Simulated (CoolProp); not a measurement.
Vapour-liquid equilibrium of acetone (1) + n-heptane (2) at 300.5 K; x and y are mole fractions of (1).

Values from CoolProp's multi-fluid Helmholtz-energy mixture model, Lemmon 2006 and Span 2003; pair parameters Bell 2016.

Q: Give the bubble pressure and the first vapour's composition at x = 0.35, 0.45, 0.85. Is there an azeotrope?

A: x = 0.35: 0.03104 MPa, y = 0.823; x = 0.45: 0.03219 MPa, y = 0.834; x = 0.85: 0.03417 MPa, y = 0.886. y crosses x between x = 0.85 and 0.95: the model has an azeotrope there.

The pair parameters rest on a limited set of measurements; away from them the model extrapolates. With so large a gap from Raoult's law the liquid may split in two, which this calculation doesn't test in full.
